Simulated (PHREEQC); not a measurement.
Copper plating or etch bath: speciation

Consider water at 70 °C with 0.028 mol CuSO4 and 0.085 mol KCl per kg of water. Closed to the air; pH follows from the charge balance.

The numbers come from PHREEQC with the ion-association model, wateq4f.dat.

Each row changes one thing in this solution. This is a speciation only: nothing precipitates in the calculation.

| case | pH | ionic strength (mol/kgw) | K+ (mol/kgw) | Cl- (mol/kgw) | SO4-2 (mol/kgw) | KSO4- (mol/kgw) |
|---|---|---|---|---|---|---|
| as made | 4.33 | 0.147 | 0.0798 | 0.0778 | 0.0165 | 0.00522 |
| KCl from 0.085 to 0.0085 mol/kgw | 4.29 | 0.0739 | 0.00784 | 0.00759 | 0.0164 | 0.000663 |
| CuSO4 replaced by NH4HSO4 at the same molality | 1.95 | 0.133 | 0.0817 | 0.0850 | (withheld) | 0.00330 |
| KCl from 0.085 to 0.017 mol/kgw | 4.29 | 0.0824 | 0.0157 | 0.0152 | 0.0166 | (withheld) |
| CuSO4 from 0.028 to 0.0252 mol/kgw | 4.35 | 0.142 | 0.0801 | 0.0783 | 0.0150 | 0.00485 |

### Question
Complete the blanks.

### Answer

- CuSO4 replaced by NH4HSO4 at the same molality, SO4-2 (mol/kgw): 0.00977
- KCl from 0.085 to 0.017 mol/kgw, KSO4- (mol/kgw): 0.00129

Complexes and solids missing from the database can't appear. Some of these states are supersaturated (in Atacamite, Tenorite (slow to form), for instance). Away from 25 °C the constants follow the database's enthalpies or fits; those with neither stay at their 25 °C values.
